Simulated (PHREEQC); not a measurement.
Solution (10 °C): 0.003 mol Pb(NO3)2, 0.078 mol CuCl2, 7.4e-05 mol NaH2PO4 and 0.011 mol NaCl per kg of water. Closed to the air; pH follows from the charge balance.

Equilibrium calculation in PHREEQC: ion-association model, wateq4f.dat.

No solid was allowed to form.

**Question.** Order these Cu species by the share of Cu that they hold, largest first: Cu+2, CuCl2, CuCl+.

**Answer.** Cu+2 (94 %), CuCl+ (5.9 %), CuCl2 (0.20 %)

The pH is 4.49 and the ionic strength 0.240 mol/kgw. The solution is supersaturated, for example in Atacamite, so a real one may precipitate; this is no full list. Species that the database lacks are ignored. H3PO4, which wateq4f.dat lacks, is added to it with the constant of phreeqc.dat. Constants without temperature data keep their 25 °C values here. The database has no phosphate complexes of Pb, Cu.
